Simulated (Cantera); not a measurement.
Cantera run, input and output.

```python
import numpy as np
import cantera as ct

gas = ct.Solution("gri30.yaml")
gas.TPX = 1773, 17000, {'C2H6': 1, 'N2': 53}
reactor = ct.IdealGasConstPressureReactor(gas, energy="off", clone=False)
net = ct.ReactorNet([reactor])
net.rtol, net.atol = 1e-08, 1e-18
show = ['C2H6', 'C2H2', 'C2H', 'CH2', 'CH3']
times = np.geomspace(1e-05, 200, 12)

steps = ct.SolutionArray(gas, extra=["t"])
rows = []
print(f"{'t/s':>10s}{'T/K':>9s}{'P/Pa':>11s}" + "".join(f"{s:>11s}" for s in show))
for t in times:
    while net.time < t:
        t_next = net.step()
        steps.append(gas.state, t=t_next)
    rows.append([np.interp(t, steps.t, y) for y in (steps.T, steps.P, *steps(*show).X.T)])
    print(f"{t:10.3e}{rows[-1][0]:9.1f}{rows[-1][1]:11.4g}" + "".join(f"{x:11.3e}" for x in rows[-1][2:]))
rate = np.gradient(steps.T, steps.t)
print("integrator steps:", len(steps.t))
if steps.T.max() > steps.T[0] + 200:
    print(f"time of steepest temperature rise: {steps.t[rate.argmax()]:.4e} s")
gas.TPX = 1773, 17000, {'C2H6': 1, 'N2': 53}
gas.equilibrate("TP")
print(f"equilibrium (TP): T = {gas.T:.1f} K  " + "  ".join(f"{s} {gas[s].X[0]:.3e}" for s in show))
```

It prints:

```
       t/s      T/K       P/Pa       C2H6       C2H2        C2H        CH2        CH3
 1.000e-05   1773.0    1.7e+04  1.696e-02  4.107e-08  4.670e-13  2.231e-06  2.795e-03
 4.610e-05   1773.0    1.7e+04  9.834e-03  1.753e-04  1.177e-07  3.866e-05  8.022e-03
 2.125e-04   1773.0    1.7e+04  2.752e-04  8.331e-03  2.547e-06  3.206e-05  2.890e-03
 9.799e-04   1773.0    1.7e+04  8.715e-06  1.521e-02  1.137e-06  4.271e-06  5.724e-04
 4.518e-03   1773.0    1.7e+04  1.557e-06  1.638e-02  5.368e-07  8.821e-07  2.189e-04
 2.083e-02   1773.0    1.7e+04  5.232e-07  1.681e-02  4.143e-07  3.984e-07  1.239e-04
 9.602e-02   1773.0    1.7e+04  1.179e-07  1.738e-02  4.564e-07  2.126e-07  5.956e-05
 4.427e-01   1773.0    1.7e+04  7.981e-09  1.772e-02  4.969e-07  6.143e-08  1.567e-05
 2.041e+00   1773.0    1.7e+04  3.485e-10  1.780e-02  5.090e-07  1.311e-08  3.257e-06
 9.410e+00   1773.0    1.7e+04  2.768e-11  1.782e-02  5.106e-07  3.266e-09  8.072e-07
 4.338e+01   1773.0    1.7e+04  1.943e-11  1.781e-02  5.104e-07  2.545e-09  6.287e-07
 2.000e+02   1773.0    1.7e+04  2.008e-11  1.777e-02  5.093e-07  2.611e-09  6.450e-07
integrator steps: 1471
equilibrium (TP): T = 1773.0 K  C2H6 4.148e-12  C2H2 2.693e-03  C2H 7.720e-08  CH2 1.264e-09  CH3 3.120e-07
```

Cantera simulation using GRI-Mech 3.0 (53 species, 325 reactions); the numbers are that mechanism's predictions, not measurements. GRI-Mech 3.0 stops at C3 and has no aromatics, soot or wall deposition, so with more carbon than oxygen in the feed, carbon stays in small species such as C2H2 where larger ones or solid carbon would form.
